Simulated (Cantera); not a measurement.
An adiabatic, constant-pressure homogeneous reactor starts with CH4 : C2H6 : C3H8 : O2 : N2 = 1 : 0.045 : 1.2 : 8.87 : 49.7 (molar parts), at 1450 K and 10.0 bar. Integrator tolerance rtol = 1e-08.

Computed with Cantera and GRI-Mech 3.0 (53 species, 325 reactions). GRI-Mech 3.0 was tuned for natural gas; its chemistry of propane as a main component is partial and can be far from experiment.

Problem. What does this change do: pressure from 10.0 bar to 0.740 bar?

Solution. 
| quantity | before | after |
|---|---|---|
| time of steepest temperature rise | 53.9 µs | 0.228 ms |
| temperature at 7.00 s | 2641 K | 2532 K |
| equilibrium temperature | 2641 K | 2532 K |
| x(CH4) at 7.00 s | <1e-12 (gas-phase equilibrium <1e-12) | <1e-12 (gas-phase equilibrium <1e-12) |
| x(C2H6) at 7.00 s | <1e-12 (gas-phase equilibrium <1e-12) | <1e-12 (gas-phase equilibrium <1e-12) |
| x(C3H8) at 7.00 s | <1e-12 (gas-phase equilibrium <1e-12) | <1e-12 (gas-phase equilibrium <1e-12) |
| x(HCO) at 7.00 s | 1.21e-8 (gas-phase equilibrium 1.21e-8) | 5.34e-9 (gas-phase equilibrium 5.34e-9) |
| x(NO) at 7.00 s | 0.00745 (gas-phase equilibrium 0.00745) | 0.00710 (gas-phase equilibrium 0.00710) |
| x(C2H4) at 7.00 s | <1e-12 (gas-phase equilibrium <1e-12) | <1e-12 (gas-phase equilibrium <1e-12) |
| x(O2) at 7.00 s | 0.0137 (gas-phase equilibrium 0.0137) | 0.0179 (gas-phase equilibrium 0.0179) |
